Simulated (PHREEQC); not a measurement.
A solution holds 0.006 mol/kgw CuSO4, 0.00024 mol/kgw HCl and 0.0046 mol/kgw NaCl, at 25 °C. Closed to the air; pH follows from the charge balance.

Computed with PHREEQC (ion-association model, phreeqc.dat).

Each row changes one thing in this solution. No solid was allowed to form.

```tsv
case	pH	ionic strength (mol/kgw)
as made	3.77	0.0231
NaCl from 0.0046 to 0.00046 mol/kgw	3.77	0.0187
CuSO4 left out	…	0.00484
NaCl from 0.0046 to 0.00092 mol/kgw	3.77	0.0192
HCl from 0.00024 to 4.8e-05 mol/kgw	…	0.0229
NaCl replaced by NaBF4 at the same molality	2.99	0.0239
NaCl left out	3.77	0.0182
HCl from 0.00024 to 0.00012 mol/kgw	…	0.0230
```

Task: What belongs in the gaps?

Result: 
- CuSO4 left out, pH: 3.65
- HCl from 0.00024 to 4.8e-05 mol/kgw, pH: 4.45
- HCl from 0.00024 to 0.00012 mol/kgw, pH: 4.07

Species that the database lacks are ignored. Real BF4- forms and hydrolyses slowly; the run takes it at equilibrium.
